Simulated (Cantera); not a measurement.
A Cantera script and its output.

```python
import numpy as np
import cantera as ct

gas = ct.Solution("gri30.yaml")
gas.TPX = 623, 1000000, {'CH3OH': 1, 'O2': 1.15, 'N2': 4.34}
flame = ct.FreeFlame(gas, width=0.008)
flame.set_refine_criteria(ratio=3, slope=0.08, curve=0.16)
flame.transport_model = "mixture-averaged"
flame.solve(loglevel=0, auto=True)
z, T = flame.grid, flame.T
thick = (T[-1] - T[0]) / np.gradient(T, z).max()
show = ['CH3OH', 'O2', 'CH2O', 'CH2', 'CH4', 'NO']
print(f"laminar burning velocity  {flame.velocity[0] * 100:.3f} cm/s")
print(f"burnt temperature         {T[-1]:.1f} K")
print(f"thermal thickness         {thick * 1e3:.4f} mm")
print(f"grid points               {len(z)}")
z0 = z[flame.heat_release_rate.argmax()]
print(f"{'z/mm':>9s}{'T/K':>9s}{'u/(m/s)':>9s}" + "".join(f"{s:>11s}" for s in show))
rows = []
for k in (-3, -2, -1.5, -1, -0.5, -0.25, 0, 0.25, 0.5, 1, 2, 4, 8):
    zz = z0 + k * thick
    rows.append([k * thick, np.interp(zz, z, T), np.interp(zz, z, flame.velocity),
                 *(np.interp(zz, z, flame.X[gas.species_index(s)]) for s in show)])
    print(f"{rows[-1][0] * 1e3:9.3f}{rows[-1][1]:9.1f}{rows[-1][2]:9.3f}" + "".join(f"{x:11.3e}" for x in rows[-1][3:]))
```

It prints:

```
laminar burning velocity  100.238 cm/s
burnt temperature         2315.7 K
thermal thickness         0.0337 mm
grid points               138
     z/mm      T/K  u/(m/s)      CH3OH         O2       CH2O        CH2        CH4         NO
   -0.101    623.4    1.007  1.535e-01  1.764e-01  1.391e-06  6.090e-26  1.761e-07  1.568e-10
   -0.067    626.8    1.018  1.525e-01  1.751e-01  1.573e-05  6.901e-24  1.345e-06  1.383e-09
   -0.051    640.8    1.048  1.507e-01  1.727e-01  9.694e-05  1.656e-21  5.675e-06  6.932e-09
   -0.034    714.8    1.188  1.436e-01  1.641e-01  7.160e-04  2.615e-18  2.697e-05  4.601e-08
   -0.017   1057.4    1.831  1.066e-01  1.294e-01  5.326e-03  1.011e-11  1.265e-04  4.659e-07
   -0.008   1414.5    2.537  5.881e-02  9.184e-02  1.130e-02  8.082e-08  2.384e-04  1.505e-06
    0.000   1802.2    3.346  8.098e-03  5.022e-02  7.134e-03  8.083e-06  3.448e-04  3.731e-06
    0.008   1984.8    3.699  8.219e-05  2.486e-02  2.429e-04  4.083e-06  1.524e-04  6.340e-06
    0.017   2072.6    3.843  6.209e-07  1.195e-02  4.266e-06  8.358e-07  2.676e-05  8.903e-06
    0.034   2164.0    3.984  1.294e-08  3.990e-03  1.188e-07  3.684e-08  7.556e-07  1.259e-05
    0.067   2236.8    4.097  5.585e-11  1.315e-03  1.086e-08  1.800e-10  3.242e-09  1.618e-05
    0.135   2281.9    4.170  3.272e-13  4.291e-04  9.336e-09  4.575e-13  9.006e-12  1.875e-05
    0.269   2304.0    4.205  2.074e-13  1.274e-04  8.900e-09  1.294e-13  4.328e-12  2.029e-05
```

Cantera simulation using GRI-Mech 3.0 (53 species, 325 reactions); the numbers are that mechanism's predictions, not measurements. GRI-Mech 3.0 was tuned for natural gas; its chemistry of methanol as a main component is partial and can be far from experiment. Burning velocities carry a grid error of a few per cent, more on coarse grids.
